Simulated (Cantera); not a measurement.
Input: 1 mol Fe₂O₃, 0.089 mol H₂S, 0.45 mol H₂O, equilibrated at 13.3 mbar.

Equilibrium computed with Cantera from the NASA thermochemical tables; the gas is ideal and each condensed phase is pure. Candidate condensed phases: Fe, FeO, Fe(OH)₂, Fe(OH)₃, FeS, FeSO₄, FeS₂, Fe₂O₃, Fe₂(SO₄)₃, Fe₃O₄, H₂O, H₂SO₄, S; 22 gas species. Mutual solubility and eutectic melting of coexisting phases are not modelled. Rates play no part.

x: gas mole fraction; n: condensed amount in mol.

```json
[
 {"T (K)": "1150", "x H₂O": "0.858", "x SO₂": "0.142", "x O₂": "4.24e-6", "x OH": "___", "x H₂": "1.55e-5", "n Fe₂O₃(s)": "0.199", "n Fe₃O₄(s)": "0.534"},
 {"T (K)": "1200", "x H₂O": "0.858", "x SO₂": "0.142", "x O₂": "3.31e-5", "x OH": "___", "x H₂": "1.64e-5", "n Fe₂O₃(s)": "0.199", "n Fe₃O₄(s)": "0.534"},
 {"T (K)": "1250", "x H₂O": "0.858", "x SO₂": "0.142", "x O₂": "0.000218", "x OH": "___", "x H₂": "1.73e-5", "n Fe₂O₃(s)": "0.198", "n Fe₃O₄(s)": "0.535"},
 {"T (K)": "1300", "x H₂O": "0.857", "x SO₂": "0.141", "x O₂": "0.00124", "x OH": "___", "x H₂": "1.83e-5", "n Fe₂O₃(s)": "0.194", "n Fe₃O₄(s)": "0.537"},
 {"T (K)": "1350", "x H₂O": "0.853", "x SO₂": "0.141", "x O₂": "0.00618", "x OH": "___", "x H₂": "1.92e-5", "n Fe₂O₃(s)": "0.175", "n Fe₃O₄(s)": "0.550"},
 {"T (K)": "1400", "x H₂O": "0.835", "x SO₂": "0.138", "x O₂": "0.0274", "x OH": "___", "x H₂": "1.97e-5", "n Fe₂O₃(s)": "0.0923", "n Fe₃O₄(s)": "0.605"},
 {"T (K)": "1450", "x H₂O": "0.815", "x SO₂": "0.134", "x O₂": "0.0500", "x OH": "___", "x H₂": "2.99e-5", "n Fe₂O₃(s)": "0", "n Fe₃O₄(s)": "0.667"},
 {"T (K)": "1500", "x H₂O": "0.815", "x SO₂": "0.134", "x O₂": "0.0500", "x OH": "___", "x H₂": "5.97e-5", "n Fe₂O₃(s)": "0", "n Fe₃O₄(s)": "0.667"},
 {"T (K)": "1550", "x H₂O": "0.815", "x SO₂": "0.134", "x O₂": "0.0500", "x OH": "___", "x H₂": "0.000114", "n Fe₂O₃(s)": "0", "n Fe₃O₄(s)": "0.667"},
 {"T (K)": "1600", "x H₂O": "0.814", "x SO₂": "0.134", "x O₂": "0.0499", "x OH": "___", "x H₂": "0.000209", "n Fe₂O₃(s)": "0", "n Fe₃O₄(s)": "0.667"},
 {"T (K)": "1650", "x H₂O": "0.814", "x SO₂": "0.134", "x O₂": "0.0499", "x OH": "___", "x H₂": "0.000370", "n Fe₂O₃(s)": "0", "n Fe₃O₄(s)": "0.667"},
 {"T (K)": "1700", "x H₂O": "0.813", "x SO₂": "0.134", "x O₂": "0.0499", "x OH": "___", "x H₂": "0.000633", "n Fe₂O₃(s)": "0", "n Fe₃O₄(s)": "0.667"}
]
```

Question: What belongs in the gaps?

Answer: 
- 1150, x OH: 8.51e-7
- 1200, x OH: 2.89e-6
- 1250, x OH: 8.90e-6
- 1300, x OH: 2.51e-5
- 1350, x OH: 6.53e-5
- 1400, x OH: 0.000157
- 1450, x OH: 0.000293
- 1500, x OH: 0.000459
- 1550, x OH: 0.000699
- 1600, x OH: 0.00104
- 1650, x OH: 0.00150
- 1700, x OH: 0.00213
